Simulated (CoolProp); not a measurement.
R22 along the isobar 34.8 bar: density (kg/m³) from the reference equation and from simpler models built on Tc = 96.1 °C, pc = 49.90 bar, ω = 0.221; each cubic takes its own stable root.

Values from CoolProp's reference Helmholtz-energy equation of state, Kamei 1995.

| T (°C) | phase | reference | Redlich-Kwong | Soave-Redlich-Kwong | Peng-Robinson |
|---|---|---|---|---|---|
| -51.55 | liquid | 1447 | 1285 | 1315 | 1483 |
| -25.75 | liquid | 1373 | 1214 | 1249 | 1411 |
| -0.05 | liquid | 1293 | 1131 | 1170 | 1324 |
| 25.75 | liquid | 1202 | 1033 | 1073 | 1215 |
| 51.55 | liquid | 1091 | 907.3 | 946.9 | 1072 |
| 103.05 | gas | 133.2 | 132.4 | 131.8 | 136.1 |
| 128.85 | gas | 113.1 | 113.9 | 112.4 | 115.5 |
| 154.65 | gas | 100.3 | 101.5 | 99.67 | 102.1 |
| 180.45 | gas | 90.94 | 92.21 | 90.36 | 92.35 |
